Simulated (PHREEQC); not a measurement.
Solution (25 °C): 0.0055 mol CdSO4, 0.0034 mol Na2SO4 and 0.0016 mol HCl per kg of water. Closed to the air; pH follows from the charge balance.

Model: ion-association model, phreeqc.dat, run in PHREEQC.

```json
{
 "pH": "2.98",
 "ionic_strength": "0.0245 mol/kgw",
 "specific_conductance": "1900 µS/cm",
 "total_alkalinity": "-1.60 meq/kg"
}
```

```json
[
 {"species": "Na+", "molality": "0.00668", "activity": "0.00577", "log γ": "-0.064"},
 {"species": "SO4-2", "molality": "0.00629", "activity": "0.00350", "log γ": "-0.255"},
 {"species": "Cd+2", "molality": "0.00331", "activity": "0.00182", "log γ": "-0.261"},
 {"species": "CdSO4", "molality": "0.00182", "activity": "0.00183", "log γ": "0.002"},
 {"species": "Cl-", "molality": "0.00136", "activity": "0.00117", "log γ": "-0.067"},
 {"species": "H+", "molality": "0.00119", "activity": "0.00105", "log γ": "-0.055"},
 {"species": "HSO4-", "molality": "0.000414", "activity": "0.000356", "log γ": "-0.065"}
]
```

No solid was allowed to form. Species that the database lacks are ignored.
